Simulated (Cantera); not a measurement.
Charge: 1 mol SiO2, 1.7 mol CH4, 0.025 mol CO, equilibrated at 0.00130 bar.

Cantera equilibrium calculation (NASA polynomials, part measured and part estimated; ideal gas, pure solids and liquids). Candidate condensed phases: C, C6H6, C7H8, C8H18, H2O, Si, SiC, SiO2; 123 gas species. The numbers say what is thermodynamically allowed, not how fast it happens. All values below are at 1050 K.

Base state: H2 0.993, CO 0.00730, CH4 7.33e-5 (mole fractions); condensed: C(graphite) + SiO2(β-quartz).

Question: What changes in the equilibrium state with this change: SiO2 replaced by Fe2O3?

Answer: 
```json
[
 {"species": "H2", "before": "0.993", "after": "0.552"},
 {"species": "CO", "before": "0.00730", "after": "0.272"},
 {"species": "H2O", "before": "1.71e-6", "after": "0.111"},
 {"species": "CO2", "before": "1.48e-8", "after": "0.0645"},
 {"species": "CH4", "before": "7.33e-5", "after": "7.24e-9"},
 {"species": "C(graphite), mol", "before": "1.70", "after": "0"},
 {"species": "SiO2(β-quartz), mol", "before": "1.00", "after": "0"},
 {"species": "Fe(α), mol", "before": "0", "after": "1.60"},
 {"species": "FeO(s), mol", "before": "0", "after": "0.400"}
]
```
Mutual solubility and eutectic melting of coexisting phases are not modelled. The tables' stoichiometric FeO is somewhat more stable than real wüstite, so its field is too wide. FeO: taken at fixed stoichiometry. Further candidate phases: Fe, Fe(CO)5, FeO, Fe(OH)2, Fe(OH)3, Fe2O3, Fe3O4.
